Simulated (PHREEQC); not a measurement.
Make-up at 25 °C: 190 mmol/kgw NiSO4, 0.36 mmol/kgw CaCl2, 0.14 mmol/kgw NaF and 0.12 mmol/kgw NaCl. Closed to the air; pH follows from the charge balance.

The numbers come from PHREEQC with the ion-association model, wateq4f.dat.

```json
[
 {"quantity": "pH", "before": "5.97", "after": "3.91"},
 {"quantity": "ionic strength (mol/kgw)", "before": "0.366", "after": "0.366"},
 {"quantity": "Cl- (mol/kgw)", "before": "0.000793", "after": "0.000793"},
 {"quantity": "Ni(SO4)2-2 (mol/kgw)", "before": "0.000425", "after": "0.000423"},
 {"quantity": "Na+ (mol/kgw)", "before": "0.000235", "after": "0.000108"},
 {"quantity": "CaSO4 (mol/kgw)", "before": "0.000186", "after": "0.000186"},
 {"quantity": "SI of Ni(OH)2 (Ni(OH)2)", "before": "-0.44", "after": "-4.56"},
 {"quantity": "SI of Morenosite (NiSO4:7H2O)", "before": "-0.92", "after": "-0.92"}
]
```

**Question.** Name the change that produced these shifts.
A. NaCl replaced by FeCl3 at the same molality
B. CaCl2 from 0.00036 to 0.00018 mol/kgw
C. NiSO4 from 0.19 to 0.171 mol/kgw
D. NaF replaced by HBF4 at the same molality
E. NaF left out

**Answer.** D, NaF replaced by HBF4 at the same molality

Precipitation was switched off in this run. Real BF4- forms and hydrolyses slowly; the run takes it at equilibrium.
